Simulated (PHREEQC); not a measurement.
HCl is added in steps, without added water, to 1 kg of water holding 0.035 mol Cu(NO3)2, 0.00032 mol HNO3 and 0.1 mol Na2SO4, at 25 °C. O2 is buffered at 0.21 atm. No CO2 enters from the air. No solid was allowed to form.

Base run: PHREEQC, ion-association model, phreeqc.dat. Each further column changes one thing. The table gives HSO4- (mol/kgw).

| HCl added (mol) | base | Debye-Hückel limiting law | database wateq4f.dat | Davies equation for every ion | all activity coefficients set to 1 |
|---|---|---|---|---|---|
| 0 | 0.000204 | 0.000105 | 0.000208 | 0.000208 | 0.000252 |
| 0.004 | 0.00271 | 0.00139 | 0.00276 | 0.00276 | 0.00335 |
| 0.006 | 0.00395 | 0.00203 | 0.00402 | 0.00402 | 0.00488 |
| 0.01 | 0.00638 | 0.00327 | 0.00649 | 0.00649 | 0.00788 |
| 0.012 | 0.00757 | 0.00387 | 0.00771 | 0.00771 | 0.00935 |
| 0.016 | 0.00992 | 0.00506 | 0.0101 | 0.0101 | 0.0122 |
| 0.02 | 0.0122 | 0.00622 | 0.0124 | 0.0124 | 0.0151 |
| 0.022 | 0.0133 | 0.00679 | 0.0136 | 0.0136 | 0.0164 |
| 0.026 | 0.0155 | 0.00790 | 0.0158 | 0.0158 | 0.0191 |
| 0.028 | 0.0166 | 0.00844 | 0.0169 | 0.0169 | 0.0204 |
| 0.032 | 0.0187 | 0.00951 | 0.0191 | 0.0191 | 0.0230 |

 phreeqc.dat and wateq4f.dat share most of their constants, so their agreement is no independent check.
